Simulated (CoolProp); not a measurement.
Vapour-liquid equilibrium of R125 (1) + R1234yf (2) at 0.0901 MPa; x and y are mole fractions of (1).

Computed with CoolProp (multi-fluid Helmholtz-energy mixture model, Lemmon 2005 and Lemmon 2022; pair parameters Bell 2023).

Question: Give the bubble temperature and the first vapour's composition at x = 0.05, 0.85, 0.95. Is there an azeotrope?

Answer: x = 0.05: -33.5 °C, y = 0.107; x = 0.85: -48.6 °C, y = 0.930; x = 0.95: -49.8 °C, y = 0.978. No azeotrope shows between x = 0.05 and 0.95.

Pair parameters are fitted to limited data, so mixtures are less certain than the pure fluids.
